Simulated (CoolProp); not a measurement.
Vapour-liquid equilibrium of ethane (1) + n-pentane (2) at 0.681 bar; x and y are mole fractions of (1).

Model: multi-fluid Helmholtz-energy mixture model, Bücker 2006 and Thol 2019; pair parameters Kunz 2012, in CoolProp.

```csv
x,bubble temperature (°C),y at the bubble point,dew temperature at overall composition x (°C),liquid density (mol/L)
0.05,-25.1,0.902,23.5,9.480
0.15,-58.9,0.991,20.6,10.40
0.25,-71.4,0.997,17.3,11.11
0.35,-78.4,0.999,[?],11.81
0.45,[?],0.999,[?],12.55
0.55,-86.3,1.000,5.1,[?]
0.65,[?],1.000,-0.5,14.23
0.75,[?],1.000,-7.6,15.22
0.85,-93.0,1.000,-17.5,[?]
0.95,-94.8,1.000,-36.0,17.64
```

Complete the blanks.


- 0.35, dew temperature at overall composition x (°C): 13.7
- 0.45, bubble temperature (°C): -83.0
- 0.45, dew temperature at overall composition x (°C): 9.7
- 0.55, liquid density (mol/L): 13.35
- 0.65, bubble temperature (°C): -88.9
- 0.75, bubble temperature (°C): -91.1
- 0.85, liquid density (mol/L): 16.34

No azeotrope shows between x = 0.05 and 0.95.

The pair parameters rest on a limited set of measurements; away from them the model extrapolates.
